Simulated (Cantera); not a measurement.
A freely propagating, adiabatic, planar premixed flame of CH4 : O2 : N2 : H2O = 1 : 2.6 : 9.77 : 0.43 (molar parts), unburnt at 375 K and 5.00 bar; mixture-averaged transport, grid criteria slope 0.08 and curve 0.16, no radiation.

Model: GRI-Mech 3.0 (53 species, 325 reactions), integrated in Cantera. Burning velocities carry a grid error of a few per cent, more on coarse grids.

**Question.** Predict: laminar burning velocity; thermal thickness; peak x(HO2); peak x(H2); peak x(H).

**Answer.** 
```json
{
 "laminar_burning_velocity": "14.9 cm/s",
 "thermal_thickness": "0.219 mm",
 "peak x(HO2)": "0.000158",
 "peak x(H2)": "0.00398",
 "peak x(H)": "0.000437"
}
```
